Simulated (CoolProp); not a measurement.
The numbers come from the reference Helmholtz-energy equation of state, Penoncello 2003 in CoolProp.

Task: For CHF3 (R23), give the phase and the cp (kJ/(kg K)), Joule-Thomson coefficient (K/MPa), conductivity (mW/(m K)) at 176.2 K and 0.1 MPa; 281.5 K and 0.1 MPa.

Result: 
- 176.2 K and 0.1 MPa: liquid; cp 1.22, Joule-Thomson coefficient -0.313, conductivity 150
- 281.5 K and 0.1 MPa: gas; cp 0.714, Joule-Thomson coefficient 15.2, conductivity 12.7

Thermal conductivity comes from a separate model (Shan 2000).
